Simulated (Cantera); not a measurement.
# Equilibrium for silicon carbide growth: CH₃SiCl₃ + CH₄ + H₂

Charge: 1 mol CH₃SiCl₃, 1.1 mol CH₄, 20 mol H₂, at 30.0 mbar.

Method: chemical equilibrium by Gibbs-energy minimisation in Cantera with the NASA 1993 tables (ideal gas, pure condensed phases). Candidate condensed phases: C, C₆H₆, C₇H₈, C₈H₁₈, Si, SiC; 109 gas species. The feed counts by its element totals alone. The tables' values for SiCl, SiCl₃ are old estimates; treat these amounts as uncertain. Gases not in the tables: Si₂H₆ and higher silanes. Kinetics and transport are ignored.

From 1650 K to 2300 K the condensed part is C(graphite) + SiC(s). The main Si-bearing gas is SiCl₂ at 1650 K and Si at 2300 K. The share of Si in condensed phases is highest at 1650 K (98.2 %) and lowest at 2300 K (73.6 %).

```
T (K)   x H₂  x HCl       x H      x Cl      x Si  x C₂H₂ (acetylene)   x SiCl₂  n C(graphite)  n SiC(s)
-----  -----  -----  --------  --------  --------  ------------------  --------  -------------  --------
1650   0.881  0.118  0.000492   5.15e-5   1.11e-7             4.02e-5  0.000692           1.12     0.982
1700   0.881  0.117  0.000798   8.26e-5   3.36e-7             6.47e-5  0.000829           1.12     0.979
1750   0.881  0.117   0.00126  0.000129   9.52e-7            0.000101  0.000980           1.12     0.975
1800   0.880  0.116   0.00194  0.000196   2.55e-6            0.000154   0.00115           1.12     0.971
1850   0.879  0.116   0.00292  0.000292   6.47e-6            0.000230   0.00133           1.12     0.966
1900   0.878  0.115   0.00429  0.000425   1.56e-5            0.000335   0.00152           1.12     0.960
1950   0.876  0.115   0.00620  0.000607   3.60e-5            0.000479   0.00173           1.12     0.954
2000   0.874  0.114   0.00878  0.000850   7.96e-5            0.000671   0.00194           1.12     0.947
2050   0.871  0.113    0.0122   0.00117  0.000169            0.000924   0.00216           1.11     0.937
2100   0.866  0.111    0.0167   0.00158  0.000347             0.00125   0.00239           1.11     0.924
2150   0.860  0.110    0.0226   0.00211  0.000687             0.00167   0.00262           1.11     0.905
2200   0.852  0.108    0.0300   0.00277   0.00132             0.00218   0.00284           1.10     0.874
2250   0.842  0.106    0.0393   0.00358   0.00246             0.00282   0.00305           1.11     0.823
2300   0.828  0.103    0.0508   0.00456   0.00446             0.00358   0.00324           1.13     0.736
```
x: gas mole fraction; n: condensed amount in mol.
